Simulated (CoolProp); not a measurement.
A single-stage vapour-compression cycle with n-butane: evaporating at 232.15 K (dew point), condensing at 266.15 K (bubble point), superheat 5 K, subcooling 5 K, compressor efficiency 0.8, no pressure losses. Each further row changes one setting.

Values from CoolProp's reference Helmholtz-energy equation of state, Bücker 2006.

```csv
case,cooling COP,pressure ratio,discharge temperature (K),refrigerating effect (kJ/kg),volumetric capacity (kJ/m³)
as stated,5.03,4.94,285.5,363,172
evaporating temperature 237.15 K,6.13,3.78,282.7,369,225
condensing temperature 261.15 K,6.01,4.03,279.2,374,177
subcooling 10 K,5.19,4.94,285.5,374,177
superheat 15 K,5.03,4.94,296.0,377,171
compressor efficiency 0.7,4.41,4.94,291.6,363,172
```
